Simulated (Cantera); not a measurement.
# Premixed flame

A freely propagating, adiabatic, planar premixed flame of H₂ : O₂ : N₂ : H₂O = 1 : 0.227 : 0.855 : 0.26 (molar parts), equivalence ratio 2.2, unburnt at 475 K and 500000 Pa; mixture-averaged transport, grid criteria slope 0.08 and curve 0.16, no radiation.

Model: the H2/O2 subset of GRI-Mech 3.0, which has no nitrogen chemistry, integrated in Cantera. The hydrogen kinetics of GRI-Mech 3.0 are dated; newer H2 mechanisms differ, most at raised pressure. Burning velocities carry a grid error of a few per cent, more on coarse grids.

```csv
z (mm),T (K),u (m/s),x H₂,x O₂,x H₂O,x HO₂,x OH,x H₂O₂
-0.161,475,3.50,0.427,0.0969,0.111,<1e-8,<1e-8,<1e-8
-0.107,475,3.50,0.427,0.0970,0.111,1.17e-7,<1e-8,1.36e-8
-0.0805,476,3.50,0.426,0.0971,0.111,6.35e-7,<1e-8,7.49e-8
-0.0536,485,3.55,0.422,0.0978,0.112,1.15e-5,<1e-8,1.37e-6
-0.0268,617,4.36,0.396,0.0981,0.125,0.000706,3.18e-5,6.56e-5
-0.0134,919,6.32,0.360,0.0861,0.161,0.000939,0.000467,0.000121
0,1258,8.52,0.317,0.0612,0.216,0.000424,0.000846,4.81e-5
0.0134,1491,10.0,0.280,0.0342,0.269,0.000193,0.00136,7.08e-6
0.0268,1622,10.9,0.258,0.0161,0.303,8.30e-5,0.00170,2.34e-6
0.0536,1733,11.6,0.244,0.00320,0.328,1.54e-5,0.00182,9.27e-7
0.107,1807,12.1,0.244,0.000253,0.335,1.24e-6,0.00154,3.53e-7
0.215,1859,12.4,0.248,2.67e-5,0.337,1.85e-7,0.00105,1.46e-7
0.429,1892,12.6,0.250,7.71e-6,0.338,5.97e-8,0.000633,5.59e-8
```
x: mole fraction of selected species; z is measured from the peak of heat release.

```
Item                         Result
------------------------  ---------
laminar burning velocity   350 cm/s
thermal thickness         0.0536 mm
peak x(HO₂)                 0.00112
peak x(OH)                  0.00183
peak x(H₂O₂)               0.000123
grid points                     111
```
